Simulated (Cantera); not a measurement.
Cantera run:

```python
import numpy as np
import cantera as ct

gas_names = """
    C CN CO CO2 C2 CCN CNC C2N2 C2O C3 C3O2 C4 C4N2 C5 N NCO NO NO2 NO3 N2 N2O O O2 O3 Si SiC SiC2 SiN
    SiO SiO2 Si2 Si2C Si2N Si3
""".split()
cond_names = """
    C(gr) Si(cr) Si(L) SiC(b) SiO2(Lqz) SiO2(hqz) SiO2(L) Si2N2O(s) Si3N4(a)
""".split()


# ... load() reads the species with a 1 bar reference pressure and builds the phases ...
atoms = {
    'SiC': {'Si': 1, 'C': 1},
    'N2O': {'N': 2, 'O': 1},
    'N2': {'N': 2},
}
top_T = {'C(gr)': 4500, 'SiC(b)': 3050, 'Si2N2O(s)': 2100, 'Si3N4(a)': 2400}  # K; cautious upper limits of use, not melting points


# ... equilibrate(T, P, feed) seeds the gas with the atoms and calls Mixture.equilibrate('TP', solver="vcs", rtol=1e-11, max_steps=5000) ...
results = []
feed = {'SiC': 1, 'N2O': 0.72, 'N2': 1.1}  # mol
P = 3200  # Pa
for T in [1200, 1300, 1400, 1500, 1600, 1700, 1800, 1900, 2000, 2100, 2200]:
    mix = equilibrate(T, P, feed)
    results.append((T, P, feed, dict(zip(mix.species_names, mix.species_moles))))

top = {s: max(r[3][s] / sum(r[3][g] for g in gas_names) for r in results) for s in gas_names}
cols = sorted((s for s in top if top[s] > 1e-06), key=lambda s: -top[s])[:5]
seen = [c for c in cond_names if any(r[3].get(c, 0) > 1e-12 for r in results)]
print("log10 of partial pressures in bar; condensed amounts in mol")
print(f"{'T/K':>10s}" + "".join(f"{s[:9]:>10s}" for s in cols + seen))
for T, P, feed, n in results:
    ng = sum(n[g] for g in gas_names)
    print(f"{T:10.4g}" + "".join(f"{np.log10(max(n[s] / ng * P / 1e5, 1e-99)):10.3f}" for s in cols)
          + "".join(f"{n.get(c, 0):10.4g}" for c in seen))
```

Result:

```
log10 of partial pressures in bar; condensed amounts in mol
       T/K        N2        CO       SiO        Si      Si2C     C(gr)    SiC(b) SiO2(hqz) Si2N2O(s)
      1200    -1.553    -2.396    -9.525   -18.367   -26.219     0.809         0   0.01933    0.4903
      1300    -1.562    -2.340    -8.094   -15.518   -21.756      0.78         0         0       0.5
      1400    -1.562    -2.340    -6.900   -13.060   -17.902      0.78         0         0       0.5
      1500    -1.562    -2.340    -5.868   -10.935   -14.572      0.78         0         0       0.5
      1600    -1.562    -2.341    -4.968    -9.080   -11.668    0.7803         0         0    0.4997
      1700    -1.611    -2.132    -3.892    -7.683    -9.903         0    0.5228         0    0.2345
      1800    -1.616    -2.166    -3.010    -6.411    -8.385         0    0.5418         0    0.1963
      1900    -1.640    -2.343    -2.344    -5.261    -7.017         0    0.6397         0         0
      2000    -1.640    -2.342    -2.345    -4.608    -6.170         0    0.6388         0         0
      2100    -1.641    -2.340    -2.350    -4.021    -5.409         0    0.6353         0         0
      2200    -1.645    -2.331    -2.367    -3.496    -4.728         0    0.6235         0         0
```

Cantera equilibrium calculation (NASA polynomials, part measured and part estimated; ideal gas, pure solids and liquids). Mutual solubility and eutectic melting of coexisting phases are not modelled. The tables' values for SiN are old estimates; treat these amounts as uncertain. The tables hold silica as quartz up to 1696 K and as liquid above; real silica turns to tridymite and cristobalite and melts near 1996 K.
